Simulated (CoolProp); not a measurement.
Computed with CoolProp (reference Helmholtz-energy equation of state, Schmidt 1985). Above 300 K oxygen's equation is extrapolated.

Problem. For oxygen, give the phase and the cv (kJ/(kg K)), viscosity (µPa s), conductivity (mW/(m K)) at 370.9 K and 1140 kPa; 370.9 K and 1770 kPa; 370.9 K and 25200 kPa.

Solution. 
- 370.9 K and 1140 kPa: gas; cv 0.675, viscosity 24.6, conductivity 32.3
- 370.9 K and 1770 kPa: gas; cv 0.676, viscosity 24.7, conductivity 32.5
- 370.9 K and 25200 kPa: supercritical; cv 0.702, viscosity 30.6, conductivity 42.4

Viscosity comes from a separate model (Lemmon 2004). Thermal conductivity comes from a separate model (Lemmon 2004).
